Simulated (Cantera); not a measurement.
A perfectly stirred reactor is fed with 2.02 % C₃H₈, 20.6 % O₂, 77.4 % N₂, at 160000 Pa; it is adiabatic with a 498 K inlet, and is followed from long to short residence time, starting on the burning branch (τ in s: 0.14, 0.044, 0.013, 0.0041, 0.0013, 0.00038, 0.00012, 3.6e-05, 1.1e-05).

Computed with Cantera and GRI-Mech 3.0 (53 species, 325 reactions). GRI-Mech 3.0 was tuned for natural gas; its chemistry of propane as a main component is partial and can be far from experiment.

Task: Predict: blow-out, bracketed by the residence times tried; x(C₃H₈) at τ = 0.140 s; x(O₂) at τ = 0.140 s; x(HCN) at τ = 0.140 s; x(C₂H₄) at τ = 0.140 s; x(H) at τ = 0.140 s; x(C₃H₈) at τ = 1.30 ms; x(O₂) at τ = 1.30 ms; x(HCN) at τ = 1.30 ms; x(C₂H₄) at τ = 1.30 ms; x(H) at τ = 1.30 ms.

Result: 
```json
{
 "blow_out_bracketed_by_the_residence_times_tried": "burning at 0.380 ms, out at 0.120 ms",
 "x(C₃H₈) at τ = 0.140 s": "1.06e-6",
 "x(O₂) at τ = 0.140 s": "0.103",
 "x(HCN) at τ = 0.140 s": "1.62e-9",
 "x(C₂H₄) at τ = 0.140 s": "3.61e-6",
 "x(H) at τ = 0.140 s": "3.88e-6",
 "x(C₃H₈) at τ = 1.30 ms": "2.40e-5",
 "x(O₂) at τ = 1.30 ms": "0.105",
 "x(HCN) at τ = 1.30 ms": "7.67e-9",
 "x(C₂H₄) at τ = 1.30 ms": "5.50e-5",
 "x(H) at τ = 1.30 ms": "0.000253"
}
```
